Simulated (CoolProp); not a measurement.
Vapour pressure (kPa) of benzene: the reference equation beside estimates from Tc = 288.9 °C, pc = 4906 kPa, ω = 0.211. Clausius-Clapeyron is anchored at 155.55 °C with a constant enthalpy of vaporisation of 25.86 kJ/mol.

Computed with CoolProp (reference Helmholtz-energy equation of state, Thol 2012).

```tsv
T (°C)	reference	Clausius-Clapeyron	Soave-Redlich-Kwong	Peng-Robinson
137.65	449.1	474.6	450.1	446.8
146.65	543.7	558.2	545.7	540.9
155.55	651.1	651.1	654.6	647.9
164.45	773.5	754.6	778.9	770.3
173.45	913.8	870.8	921.8	910.8
182.35	1070	997.8	1081	1068
191.25	1246	1137	1260	1244
200.15	1441	1290	1460	1442
209.15	1661	1458	1685	1664
218.05	1902	1639	1931	1908
226.95	2168	1835	2202	2177
235.95	2464	2048	2503	2478
244.85	2786	2275	2829	2804
253.75	3139	2517	3185	3160
262.65	3526	2777	3571	3550
```

Absolute difference from the reference over all 15 rows, mean and median: Clausius-Clapeyron 10.6 and 10.5 %, Soave-Redlich-Kwong 1.1 and 1.3 %, Peng-Robinson 0.4 and 0.4 %.
